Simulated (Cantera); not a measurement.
Input (Python, Cantera) and output of one run.

```python
import numpy as np
import cantera as ct

gas_names = """
    C CO COS CO2 CS CS2 C2 C2O C3 C3O2 C4 C5 O O2 O3 S SO SO2 SO3 S2 S2O S8
""".split()
cond_names = """
    C(gr) S(cr1) S(cr2) S(L)
""".split()


def load(file, names, dense=False):
    # The tables refer to 1 bar. Condensed volumes are neglected.
    table = {s.name: s for s in ct.Species.list_from_file(file)}
    out = []
    for n in names:
        d = dict(table[n].input_data)
        d["thermo"] = dict(d["thermo"], **{"reference-pressure": 1e5})
        if dense:
            d["equation-of-state"] = {"model": "constant-volume", "density": "1e6 g/cm^3"}
        out.append(ct.Species.from_dict(d))
    return out


gas = ct.Solution(thermo="ideal-gas", species=load("nasa_gas.yaml", gas_names))
cond = {s.name: ct.Solution(thermo="fixed-stoichiometry", species=[s], name=s.name)
        for s in load("nasa_condensed.yaml", cond_names, dense=True)}
atoms = {
    'CO2': {'C': 1, 'O': 2},
    'SO2': {'S': 1, 'O': 2},
    'O2': {'O': 2},
}
top_T = {'C(gr)': 4500}  # K; cautious upper limits of use, not melting points


def equilibrate(T, P, feed):
    n = {}
    for name, mol in feed.items():
        for a, k in atoms[name].items():
            n[a] = n.get(a, 0.0) + k * mol
    gas.TPX = T, P, n
    mass = sum(n.values()) * gas.mean_molecular_weight
    gas.equilibrate("TP")
    valid = [c for c in cond.values() if c.min_temp <= T <= top_T.get(c.name, c.max_temp)]
    mix = ct.Mixture([(gas, mass / gas.mean_molecular_weight)] + [(c, 0.0) for c in valid])
    mix.T, mix.P = T, P
    mix.equilibrate("TP", solver="vcs", rtol=1e-11, max_steps=5000)
    return mix


results = []
feed = {'CO2': 1, 'SO2': 0.15, 'O2': 0.77}  # mol
P = 100000  # Pa
for T in [2548, 2598, 2648, 2698, 2748, 2798, 2848, 2898, 2948, 2998, 3048, 3098, 3148]:
    mix = equilibrate(T, P, feed)
    results.append((T, P, feed, dict(zip(mix.species_names, mix.species_moles))))

top = {s: max(r[3][s] / sum(r[3][g] for g in gas_names) for r in results) for s in gas_names}
cols = sorted((s for s in top if top[s] > 0.001), key=lambda s: -top[s])[:8]
seen = [c for c in cond_names if any(r[3].get(c, 0) > 1e-12 for r in results)]
print("log10 of partial pressures in bar; condensed amounts in mol")
print(f"{'T/K':>10s}" + "".join(f"{s[:9]:>10s}" for s in cols + seen))
for T, P, feed, n in results:
    ng = sum(n[g] for g in gas_names)
    print(f"{T:10.4g}" + "".join(f"{np.log10(max(n[s] / ng * P / 1e5, 1e-99)):10.3f}" for s in cols)
          + "".join(f"{n.get(c, 0):10.4g}" for c in seen))
```

Result:

```
log10 of partial pressures in bar; condensed amounts in mol
       T/K       CO2        O2        CO         O       SO2        SO
      2548    -0.325    -0.394    -1.453    -1.935    -1.123    -3.062
      2598    -0.336    -0.393    -1.356    -1.834    -1.127    -2.947
      2648    -0.349    -0.393    -1.265    -1.736    -1.132    -2.838
      2698    -0.365    -0.392    -1.181    -1.642    -1.139    -2.735
      2748    -0.383    -0.392    -1.103    -1.552    -1.146    -2.636
      2798    -0.405    -0.392    -1.031    -1.464    -1.154    -2.542
      2848    -0.429    -0.392    -0.966    -1.381    -1.164    -2.453
      2898    -0.456    -0.393    -0.906    -1.300    -1.176    -2.368
      2948    -0.486    -0.395    -0.852    -1.222    -1.188    -2.288
      2998    -0.520    -0.398    -0.803    -1.148    -1.203    -2.212
      3048    -0.556    -0.402    -0.760    -1.076    -1.220    -2.140
      3098    -0.596    -0.407    -0.721    -1.008    -1.238    -2.073
      3148    -0.639    -0.414    -0.688    -0.943    -1.259    -2.009
```

Cantera equilibrium calculation (NASA polynomials, part measured and part estimated; ideal gas, pure solids and liquids).
